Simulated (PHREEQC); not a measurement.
Consider water at 30 °C with 0.025 mol/kgw HF, 6.9e-05 mol/kgw KF and 0.0005 mol/kgw H2SO4. Closed to the air; pH follows from the charge balance.

Computed with PHREEQC (ion-association model, wateq4f.dat).

This is a speciation only: nothing precipitates in the calculation.

Order these F species by the share of F that they hold, largest first: HF2-, F-, H2F2, HF.

HF (78 %), F- (13 %), H2F2 (6.7 %), HF2- (2.0 %)

The pH is 2.40 and the ionic strength 0.00472 mol/kgw. Complexes and solids missing from the database can't appear. wateq4f.dat counts part of the HF as a dimer, H2F2, which phreeqc.dat doesn't know; its constant is uncertain.
